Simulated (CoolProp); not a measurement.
Water at 507.23 K and 7.1 MPa flows at 0.15 m/s in a round tube of 20 mm bore and 0.25 µm roughness, fully developed (64/Re and Nu = 3.66 if laminar; Colebrook and Gnielinski if turbulent). Each further row changes one setting.

Computed with CoolProp (reference Helmholtz-energy equation of state, Wagner 2002).

```
case              Reynolds number  Darcy friction factor  pressure drop (Pa/m)  heat-transfer coefficient (W/(m² K))  mass flow (kg/h)
----------------  ---------------  ---------------------  --------------------  ------------------------------------  ----------------
as stated                   21500                 0.0255                  11.8                                  1900               140
velocity 0.3 m/s            43000                 0.0217                  40.2                                  3290               280
diameter 40 mm              43000                 0.0216                  5.02                                  1650               560
```

Viscosity comes from a separate model (Huber 2009). Thermal conductivity comes from a separate model (Huber 2012).
